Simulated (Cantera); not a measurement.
A perfectly stirred reactor is fed with C₂H₆ : O₂ : N₂ : H₂O : H₂ = 1 : 3.5 : 25.2 : 1.4 : 2.4 (molar parts), at 7.40 bar; it is adiabatic with a 725 K inlet, and is followed from long to short residence time, starting on the burning branch (τ in s: 0.042, 0.017, 0.0069, 0.0028, 0.0011, 0.00046, 0.00018, 7.4e-05, 3e-05, 1.2e-05).

Detailed kinetics in Cantera: GRI-Mech 3.0 (53 species, 325 reactions).

Predict: blow-out, bracketed by the residence times tried; x(C₂H₆) at τ = 42.0 ms; x(O₂) at τ = 42.0 ms; x(H₂O) at τ = 42.0 ms; x(H₂) at τ = 42.0 ms; x(HCO) at τ = 42.0 ms; x(C₂H₆) at τ = 0.460 ms; x(O₂) at τ = 0.460 ms; x(H₂O) at τ = 0.460 ms; x(H₂) at τ = 0.460 ms; x(HCO) at τ = 0.460 ms.


```json
{
 "blow_out_bracketed_by_the_residence_times_tried": "burning at 0.180 ms, out at 74.0 µs",
 "x(C₂H₆) at τ = 42.0 ms": "3.57e-6",
 "x(O₂) at τ = 42.0 ms": "0.000362",
 "x(H₂O) at τ = 42.0 ms": "0.162",
 "x(H₂) at τ = 42.0 ms": "0.0346",
 "x(HCO) at τ = 42.0 ms": "1.39e-8",
 "x(C₂H₆) at τ = 0.460 ms": "0.000114",
 "x(O₂) at τ = 0.460 ms": "0.00558",
 "x(H₂O) at τ = 0.460 ms": "0.161",
 "x(H₂) at τ = 0.460 ms": "0.0330",
 "x(HCO) at τ = 0.460 ms": "5.28e-7"
}
```
